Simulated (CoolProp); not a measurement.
Aqueous ammonia as a coolant, 5 % by mass, freezing at -6.1 °C, 1 atm.

Values from CoolProp's Melinder's fits for secondary coolants.

```json
[
 {"T (°C)": "-4.6", "Prandtl number": "19.1", "cp (kJ/(kg K))": "4.222", "conductivity (W/(m K))": "0.514", "viscosity (mPa s)": "2.33"},
 {"T (°C)": "-2.1", "Prandtl number": "17.0", "cp (kJ/(kg K))": "4.217", "conductivity (W/(m K))": "0.520", "viscosity (mPa s)": "2.10"},
 {"T (°C)": "0.5", "Prandtl number": "15.3", "cp (kJ/(kg K))": "4.213", "conductivity (W/(m K))": "0.526", "viscosity (mPa s)": "1.91"},
 {"T (°C)": "3.1", "Prandtl number": "13.8", "cp (kJ/(kg K))": "4.208", "conductivity (W/(m K))": "0.532", "viscosity (mPa s)": "1.74"},
 {"T (°C)": "5.7", "Prandtl number": "12.6", "cp (kJ/(kg K))": "4.204", "conductivity (W/(m K))": "0.537", "viscosity (mPa s)": "1.61"},
 {"T (°C)": "8.2", "Prandtl number": "11.6", "cp (kJ/(kg K))": "4.200", "conductivity (W/(m K))": "0.541", "viscosity (mPa s)": "1.49"},
 {"T (°C)": "10.8", "Prandtl number": "10.7", "cp (kJ/(kg K))": "4.196", "conductivity (W/(m K))": "0.546", "viscosity (mPa s)": "1.39"},
 {"T (°C)": "13.4", "Prandtl number": "9.87", "cp (kJ/(kg K))": "4.193", "conductivity (W/(m K))": "0.550", "viscosity (mPa s)": "1.30"},
 {"T (°C)": "16", "Prandtl number": "9.16", "cp (kJ/(kg K))": "4.190", "conductivity (W/(m K))": "0.555", "viscosity (mPa s)": "1.21"},
 {"T (°C)": "18.5", "Prandtl number": "8.55", "cp (kJ/(kg K))": "4.188", "conductivity (W/(m K))": "0.559", "viscosity (mPa s)": "1.14"},
 {"T (°C)": "21.1", "Prandtl number": "7.96", "cp (kJ/(kg K))": "4.186", "conductivity (W/(m K))": "0.563", "viscosity (mPa s)": "1.07"}
]
```
